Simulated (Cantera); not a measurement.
Input: 1 mol C3H8, 0.43 mol H2O, 21 mol H2, at 1.90 mbar.

These are equilibrium values from Cantera (NASA tables, ideal gas, pure condensed phases), not measurements of a reactor. Candidate condensed phases: C, C6H6, C7H8, C8H18, H2O; 110 gas species. Rates play no part.

Problem. At 1948 K, list the 4 most abundant gas species with their mole fractions, and the condensed phases.

Solution. H2 0.958, H 0.0254, CO 0.0164, C2H2 (acetylene) 0.000516. Condensed: C(graphite).
